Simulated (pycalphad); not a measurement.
# Phase fractions of Al-71.2Mg-3.5Si (at.%)

Source of the numbers: pycalphad with the COST 507 light-alloy database (1999); pressure 1 atm. The database dates from 1999; later assessments differ in places, in temperatures and in the compounds included. Amounts are mole fractions of atoms. Kinetics are ignored, which matters at the lower temperatures.

| T (°C) | liquid | MG2SI | hcp | ALMG_GAMMA |
|---|---|---|---|---|
| 727 | 1.000 | - | - | - |
| 677 | 0.974 | 0.026 | - | - |
| 627 | 0.942 | 0.058 | - | - |
| 577 | 0.921 | 0.079 | - | - |
| 527 | 0.908 | 0.092 | - | - |
| 477 | … | … | - | - |
| 427 | - | 0.105 | 0.365 | 0.530 |
| 377 | - | 0.105 | 0.346 | 0.549 |
| 327 | - | 0.105 | 0.331 | 0.564 |
| 277 | - | 0.105 | 0.318 | 0.577 |
| 227 | - | 0.105 | … | … |
| 177 | - | 0.105 | 0.299 | 0.596 |
| 127 | - | 0.105 | 0.293 | 0.602 |
| 77 | - | 0.105 | 0.289 | 0.606 |

**Question.** Complete the blanks.

**Answer.** 
- 477, liquid: 0.901
- 477, MG2SI: 0.099
- 227, hcp: 0.307
- 227, ALMG_GAMMA: 0.588

Database names, with the compositions (at.%) that they take in these runs: MG2SI: Mg 67 Si 33; ALMG_GAMMA: Mg 59 Al 40.
